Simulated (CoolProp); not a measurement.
A Linde-Hampson liquefier for ethane: isothermal reversible compression at 320 K from 1 atm to 25 MPa, throttling to 1 atm, return gas leaving the recuperator 5 K below the feed. Each further row changes one setting.

Computed with CoolProp (reference Helmholtz-energy equation of state, Bücker 2006).

```tsv
case	liquid yield per pass	compression work (kJ/kg of gas)
as stated	0.460	378
high pressure 50 MPa	0.444	436
warm-end temperature 350 K	0.382	443
warm-end gap 10 K	0.453	378
```
